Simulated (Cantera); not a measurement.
An isothermal, constant-pressure homogeneous reactor starts with CH4 : O2 : N2 = 0.016 : 0.0032 : 1 (molar parts), at 1225 K and 1.01 bar. Integrator tolerance rtol = 1e-08.

Cantera simulation using GRI-Mech 3.0 (53 species, 325 reactions); the numbers are that mechanism's predictions, not measurements. GRI-Mech 3.0 stops at C3 and has no aromatics, soot or wall deposition, so with more carbon than oxygen in the feed, carbon stays in small species such as C2H2 where larger ones or solid carbon would form.

Problem. What does this change do: pressure from 1.01 bar to 5.00 bar?

Solution. 
```tsv
quantity	before	after
x(CH4) at 4.00 s	0.0154 (gas-phase equilibrium 0.00205)	0.0131 (gas-phase equilibrium 0.00477)
x(O2) at 4.00 s	0.00297 (gas-phase equilibrium <1e-12)	0.00148 (gas-phase equilibrium <1e-12)
x(HCN) at 4.00 s	<1e-12 (gas-phase equilibrium 0.00645)	3.94e-12 (gas-phase equilibrium 0.00407)
x(NO) at 4.00 s	<1e-12 (gas-phase equilibrium <1e-12)	1.69e-11 (gas-phase equilibrium <1e-12)
x(C2H6) at 4.00 s	5.43e-5 (gas-phase equilibrium 1.63e-7)	0.000108 (gas-phase equilibrium 1.07e-6)
x(CH3) at 4.00 s	1.70e-6 (gas-phase equilibrium 8.08e-8)	1.40e-6 (gas-phase equilibrium 9.31e-8)
```

Problem. What does this change do: pressure from 1.01 bar to 2.20 bar?

Solution. 
```csv
quantity,before,after
x(CH4) at 4.00 s,0.0154 (gas-phase equilibrium 0.00205),0.0149 (gas-phase equilibrium 0.00328)
x(O2) at 4.00 s,0.00297 (gas-phase equilibrium <1e-12),0.00269 (gas-phase equilibrium <1e-12)
x(HCN) at 4.00 s,<1e-12 (gas-phase equilibrium 0.00645),<1e-12 (gas-phase equilibrium 0.00538)
x(NO) at 4.00 s,<1e-12 (gas-phase equilibrium <1e-12),1.06e-12 (gas-phase equilibrium <1e-12)
x(C2H6) at 4.00 s,5.43e-5 (gas-phase equilibrium 1.63e-7),8.94e-5 (gas-phase equilibrium 4.52e-7)
x(CH3) at 4.00 s,1.70e-6 (gas-phase equilibrium 8.08e-8),1.57e-6 (gas-phase equilibrium 9.13e-8)
```
